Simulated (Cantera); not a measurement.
Input (Python, Cantera) and output of one run.

```python
import numpy as np
import cantera as ct

gas_names = """
    CL CL2 H HCL H2 Si SiCL SiCL2 SiCL3 SiCL4 SiH SiHCL3 SiH2 SiH2CL2 SiH3 SiH3CL SiH4 Si2 Si3
""".split()
cond_names = """
    Si(cr) Si(L)
""".split()


# ... load() reads the species with a 1 bar reference pressure and builds the phases ...
atoms = {
    'Si2H6': {'Si': 2, 'H': 6},
    'H2': {'H': 2},
    'HCl': {'H': 1, 'CL': 1},
}
top_T = {}  # K; cautious upper limits of use, not melting points


# ... equilibrate(T, P, feed) seeds the gas with the atoms and calls Mixture.equilibrate('TP', solver="gibbs", rtol=1e-10, max_steps=50000) ...
results = []
feed = {'Si2H6': 1, 'H2': 65, 'HCl': 4.9}  # mol
T = 1200  # K
for P in [100, 260, 670, 1700, 4500, 12000, 30000, 77000, 200000]:
    mix = equilibrate(T, P, feed)
    results.append((T, P, feed, dict(zip(mix.species_names, mix.species_moles))))

top = {s: max(r[3][s] / sum(r[3][g] for g in gas_names) for r in results) for s in gas_names}
cols = sorted((s for s in top if top[s] > 0.0001), key=lambda s: -top[s])[:6]
seen = [c for c in cond_names if any(r[3].get(c, 0) > 1e-12 for r in results)]
print("log10 of partial pressures in bar; condensed amounts in mol")
print(f"{'P/Pa':>10s}" + "".join(f"{s[:9]:>10s}" for s in cols + seen))
for T, P, feed, n in results:
    ng = sum(n[g] for g in gas_names)
    print(f"{P:10.4g}" + "".join(f"{np.log10(max(n[s] / ng * P / 1e5, 1e-99)):10.3f}" for s in cols)
          + "".join(f"{n.get(c, 0):10.4g}" for c in seen))
```

Result:

```
log10 of partial pressures in bar; condensed amounts in mol
      P/Pa        H2       HCL    SiHCL3     SiCL2     SiCL4   SiH2CL2    Si(cr)
       100    -3.027    -4.284    -7.168    -5.169    -6.860    -8.358     1.467
       260    -2.611    -3.878    -6.364    -4.772    -6.066    -7.546     1.453
       670    -2.199    -3.483    -5.592    -4.394    -5.311    -6.756     1.427
      1700    -1.794    -3.107    -4.870    -4.048    -4.618    -6.004     1.385
      4500    -1.369    -2.731    -4.165    -3.720    -3.961    -5.252     1.318
   1.2e+04    -0.941    -2.370    -3.508    -3.425    -3.371    -4.528     1.229
     3e+04    -0.542    -2.046    -2.937    -3.177    -2.876    -3.881     1.131
   7.7e+04    -0.130    -1.724    -2.383    -2.945    -2.412    -3.238     1.021
     2e+05     0.286    -1.408    -1.852    -2.730    -1.981    -2.606    0.9048
```

Cantera equilibrium calculation (NASA polynomials, part measured and part estimated; ideal gas, pure solids and liquids). The feed counts by its element totals alone. The tables' values for SiCl3 are old estimates; treat these amounts as uncertain.
